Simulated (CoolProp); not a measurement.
Properties of hydrogen chloride along the isobar 16.6 MPa (Tc = 51.5 °C, pc = 8.314 MPa, ω = 0.130).

Computed with CoolProp (reference Helmholtz-energy equation of state, Thol 2018).

```tsv
T (°C)	phase	cp (kJ/(kg K))	fugacity coefficient
-57.05	liquid	1.635	0.02974
-43.95	liquid	1.649	0.04790
-30.95	liquid	1.670	0.07224
-17.85	liquid	1.701	0.1037
-4.75	liquid	1.744	0.1422
8.35	liquid	1.803	0.1875
21.45	liquid	1.885	0.2392
34.45	liquid	2.005	0.2957
47.55	liquid	2.190	0.3565
60.65	supercritical	2.494	0.4194
73.75	supercritical	2.999	0.4820
86.75	supercritical	3.650	0.5407
99.85	supercritical	3.649	0.5928
112.95	supercritical	2.854	0.6366
126.05	supercritical	2.244	0.6736
139.15	supercritical	1.873	0.7054
```

The peak of cp marks the crossing from liquid-like to gas-like fluid above the critical point.
